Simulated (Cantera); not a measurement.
An adiabatic, constant-pressure homogeneous reactor starts with 10.9 % CH₃OH, 18.7 % O₂, 70.4 % N₂, equivalence ratio 0.87, at 1650 K and 1000000 Pa.

Detailed kinetics in Cantera: GRI-Mech 3.0 (53 species, 325 reactions). GRI-Mech 3.0 was tuned for natural gas; its chemistry of methanol as a main component is partial and can be far from experiment.

One state of this run: T (K) = 2886; x CH₃OH = <1e-12; x O₂ = 0.0287; x CO₂ = 0.0713; x C₂H₂ = <1e-12; x CH₂CO = <1e-12; x CH₂O = 1.17e-9. x: mole fraction; the columns are a selection and need not sum to one.

Which value of t (s) does it belong to?
A) 1.49e-5
B) 5.46e-6
C) 2.00e-6
D) 0.126

D, 0.126
